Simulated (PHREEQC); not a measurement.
Reverse-osmosis permeate: an equilibrium model

Synthetic water in mg/L, 25 °C, pH 6.42, pe -1.9: Na 1.57; K 0.735; Ca 2.42; Mg 0.592; Cl 2.33; S(6) as SO4 0.771; Alkalinity as HCO3 10.8; Ba 0.00456; Sr 0.281; Zn 0.0193; Br 0.011; Fe(2) 0.0185.

Cl is adjusted to close the charge balance.
Valence states are taken as typed.

Equilibrium calculation in PHREEQC: ion-association model, phreeqc.dat.

| Quantity | Result |
|---|---|
| ionic strength | 0.000360 mol/kgw |

```json
[
 {"species": "HCO3-", "molality": "0.000177", "activity": "0.000173", "log γ": "-0.009"},
 {"species": "CO2", "molality": "0.000148", "activity": "0.000148", "log γ": "0.000"},
 {"species": "Cl-", "molality": "7.11e-5", "activity": "6.96e-5", "log γ": "-0.009"},
 {"species": "Na+", "molality": "6.83e-5", "activity": "6.68e-5", "log γ": "-0.009"},
 {"species": "Ca+2", "molality": "6.02e-5", "activity": "5.52e-5", "log γ": "-0.038"},
 {"species": "Mg+2", "molality": "2.43e-5", "activity": "2.23e-5", "log γ": "-0.037"},
 {"species": "K+", "molality": "1.88e-5", "activity": "1.84e-5", "log γ": "-0.009"},
 {"species": "SO4-2", "molality": "7.91e-6", "activity": "7.25e-6", "log γ": "-0.038"}
]
```

This is a speciation only: nothing precipitates in the calculation. Species that the database lacks are ignored.
